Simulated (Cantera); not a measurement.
A perfectly stirred reactor is fed with CH4 : CO : O2 : N2 = 1 : 1.5 : 1.96 : 13.6 (molar parts), equivalence ratio 1.4, at 2.60 bar; it is adiabatic with a 348 K inlet, and is followed from long to short residence time, starting on the burning branch (τ in s: 0.17, 0.072, 0.03, 0.012, 0.0052, 0.0021, 0.00089, 0.00037, 0.00015, 6.3e-05, 2.6e-05, 1.1e-05).

Cantera simulation using GRI-Mech 3.0 (53 species, 325 reactions); the numbers are that mechanism's predictions, not measurements.

What does this change do: inlet temperature 348 to 498 K?


```json
[
 {"quantity": "blow-out, bracketed by the residence times tried", "before": "burning at 12.0 ms, out at 5.20 ms", "after": "burning at 2.10 ms, out at 0.890 ms"},
 {"quantity": "x(CH4) at τ = 0.170 s", "before": "0.00224", "after": "0.00126"},
 {"quantity": "x(CO) at τ = 0.170 s", "before": "0.0585", "after": "0.0619"},
 {"quantity": "x(O2) at τ = 0.170 s", "before": "0.00109", "after": "0.000506"},
 {"quantity": "x(C2H2) at τ = 0.170 s", "before": "0.000684", "after": "0.000395"},
 {"quantity": "x(H) at τ = 0.170 s", "before": "2.66e-5", "after": "4.88e-5"},
 {"quantity": "x(CH4) at τ = 0.890 ms", "before": "0.0554", "after": "0.0554"},
 {"quantity": "x(CO) at τ = 0.890 ms", "before": "0.0831", "after": "0.0831"},
 {"quantity": "x(O2) at τ = 0.890 ms", "before": "0.109", "after": "0.109"},
 {"quantity": "x(C2H2) at τ = 0.890 ms", "before": "<1e-12", "after": "<1e-12"},
 {"quantity": "x(H) at τ = 0.890 ms", "before": "<1e-12", "after": "<1e-12"}
]
```
